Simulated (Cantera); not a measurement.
A Cantera script and what it prints.

```python
import numpy as np
import cantera as ct

gas_names = """
    Ca CaCL CaCL2 CaO Ca2 CL CLO CL2 N NO NO2 NO3 N2 N2O O O2 O3
""".split()
cond_names = """
    Ca(a) Ca(b) Ca(L) CaCL2(s) CaCL2(L) CaO(s) CaO(L)
""".split()


# ... load() reads the species with a 1 bar reference pressure and builds the phases ...
atoms = {
    'CaO': {'Ca': 1, 'O': 1},
    'Cl2': {'CL': 2},
    'N2': {'N': 2},
}
top_T = {}  # K; cautious upper limits of use, not melting points


# ... equilibrate(T, P, feed) seeds the gas with the atoms and calls Mixture.equilibrate('TP', solver="vcs", rtol=1e-11, max_steps=5000) ...
results = []
feed = {'CaO': 1, 'Cl2': 1.4, 'N2': 1.1}  # mol
T = 1150  # K
P = 10000  # Pa
mix = equilibrate(T, P, feed)
results.append((T, P, feed, dict(zip(mix.species_names, mix.species_moles))))
print(gas.report(threshold=1e-05))
for i in range(1, mix.n_phases):
    print(f"{mix.phase(i).name:16s} {mix.phase_moles(i):12.5e} mol")
```

Output:

```
       temperature   1150 K
          pressure   10000 Pa
           density   0.039236 kg/m^3
  mean mol. weight   37.516 kg/kmol
   phase of matter   gas

                          1 kg             1 kmol
                     ---------------   ---------------
          enthalpy        7.5156e+05        2.8196e+07  J
   internal energy         4.967e+05        1.8634e+07  J
           entropy            7248.7        2.7194e+05  J/K
    Gibbs function       -7.5844e+06       -2.8454e+08  J
 heat capacity c_p            923.92             34662  J/K
 heat capacity c_v            702.29             26347  J/K

                      mass frac. Y      mole frac. X     chem. pot. / RT
                     ---------------   ---------------   ---------------
             CaCL2        6.1829e-05        2.0901e-05           -101.77
                CL         0.0036428         0.0038552           -16.689
               CLO        3.6331e-05        2.6492e-05           -32.015
               CL2           0.37356           0.19767           -33.377
                NO         9.551e-05        0.00011942           -29.395
                N2           0.40985           0.54887           -28.138
                O2           0.21275           0.24944           -30.652
     [  +10 minor]        1.1083e-06        9.1249e-07

Ca(L)             0.00000e+00 mol
CaCL2(L)          9.99958e-01 mol
CaO(s)            0.00000e+00 mol
```

Cantera equilibrium calculation (NASA polynomials, part measured and part estimated; ideal gas, pure solids and liquids). Condensed phases not in the tables: oxide chlorides.
